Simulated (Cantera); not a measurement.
What does this Cantera script print?

```python
import numpy as np
import cantera as ct

gas_names = """
    N NO NO2 NO3 N2 N2O O O2 O3 Pb PbO Pb2
""".split()
cond_names = """
    Pb(cr) Pb(L) PbO(rd) PbO(yw) PbO(L) PbO2(s) Pb3O4(s)
""".split()


# ... load() reads the species with a 1 bar reference pressure and builds the phases ...
atoms = {
    'PbO': {'Pb': 1, 'O': 1},
    'O2': {'O': 2},
    'N2': {'N': 2},
}
top_T = {'Pb3O4(s)': 820}  # K; cautious upper limits of use, not melting points


# ... equilibrate(T, P, feed) seeds the gas with the atoms and calls Mixture.equilibrate('TP', solver="vcs", rtol=1e-11, max_steps=5000) ...
results = []
feed = {'PbO': 1, 'O2': 0.57, 'N2': 2.4}  # mol
P = 32  # Pa
for T in [550, 650, 750, 850, 950, 1050, 1150]:
    mix = equilibrate(T, P, feed)
    results.append((T, P, feed, dict(zip(mix.species_names, mix.species_moles))))

top = {s: max(r[3][s] / sum(r[3][g] for g in gas_names) for r in results) for s in gas_names}
cols = sorted((s for s in top if top[s] > 1e-06), key=lambda s: -top[s])[:9]
seen = [c for c in cond_names if any(r[3].get(c, 0) > 1e-12 for r in results)]
print("log10 of partial pressures in bar; condensed amounts in mol")
print(f"{'T/K':>10s}" + "".join(f"{s[:9]:>10s}" for s in cols + seen))
for T, P, feed, n in results:
    ng = sum(n[g] for g in gas_names)
    print(f"{T:10.4g}" + "".join(f"{np.log10(max(n[s] / ng * P / 1e5, 1e-99)):10.3f}" for s in cols)
          + "".join(f"{n.get(c, 0):10.4g}" for c in seen))
```

Output:

```
log10 of partial pressures in bar; condensed amounts in mol
       T/K        N2        O2       PbO        Pb        NO   PbO(rd)   PbO(yw)
       550    -3.587    -4.212   -18.564   -26.324   -11.918         1         0
       650    -3.587    -4.212   -14.406   -20.333   -10.584         1         0
       750    -3.587    -4.212   -11.378   -15.961    -9.605         1         0
       850    -3.587    -4.212    -9.080   -12.634    -8.856         0         1
       950    -3.587    -4.212    -7.278   -10.019    -8.265         0    0.9995
      1050    -3.589    -4.214    -5.830    -7.911    -7.788         0    0.9861
      1150    -3.621    -4.243    -4.643    -6.165    -7.423         0    0.7649
```

Cantera equilibrium calculation (NASA polynomials, part measured and part estimated; ideal gas, pure solids and liquids).
